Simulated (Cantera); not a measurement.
**Silicon etching in halogen gases: Si + F2 + H2**

Charge: 1 mol Si, a varied amount of F2, 26 mol H2, at 1273 K and 0.133 bar.

Cantera equilibrium calculation (NASA polynomials, part measured and part estimated; ideal gas, pure solids and liquids). Candidate condensed phases: Si; 25 gas species. The tables' values for SiF3, SiF2 are old estimates; treat these amounts as uncertain. Rates play no part.

| n(F2) (mol) | x H2 | x HF | x SiF4 | x SiHF3 | n Si(s) |
|---|---|---|---|---|---|
| 0.71 | 0.985 | 0.000314 | 0.0108 | 0.00242 | 0.621 |
| 0.85 | 0.983 | 0.000329 | 0.0130 | 0.00278 | 0.548 |
| 1 | 0.980 | 0.000343 | 0.0154 | 0.00315 | 0.469 |
| 1.2 | 0.976 | 0.000358 | 0.0186 | 0.00362 | 0.364 |
| 1.5 | 0.970 | 0.000378 | 0.0234 | 0.00429 | 0.207 |
| 1.8 | 0.964 | 0.000395 | 0.0282 | 0.00491 | 0.0510 |
| 2.1 | 0.955 | 0.00781 | 0.0365 | 0.000319 | 0 |
| 2.5 | 0.927 | 0.0365 | 0.0363 | 6.60e-5 | 0 |
| 3.1 | 0.886 | 0.0783 | 0.0355 | 2.88e-5 | 0 |
| 3.7 | 0.847 | 0.118 | 0.0348 | 1.78e-5 | 0 |
| 4.4 | 0.803 | 0.163 | 0.0340 | 1.20e-5 | 0 |
x: gas mole fraction; n: condensed amount in mol.

From 0.71 mol F2 to 1.8 mol F2 the condensed part is Si(s). From 2.1 mol F2 to 4.4 mol F2 nothing is condensed. The main Si-bearing gas is SiF4 throughout.
